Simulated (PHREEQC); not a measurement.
Brine (model solution)

Solution (22 °C): 6 mol/kgw NaCl and 0.017 mol/kgw H3BO3. Closed to the air; pH follows from the charge balance.

Computed with PHREEQC (Pitzer model, pitzer.dat).

Precipitation was switched off in this run.

**Question.** Predict the pH, activity of water.

**Answer.** pH 4.54; activity of water 0.759.

Species that the database lacks are ignored. In brines, pH and single-ion activities rest on the MacInnes convention.
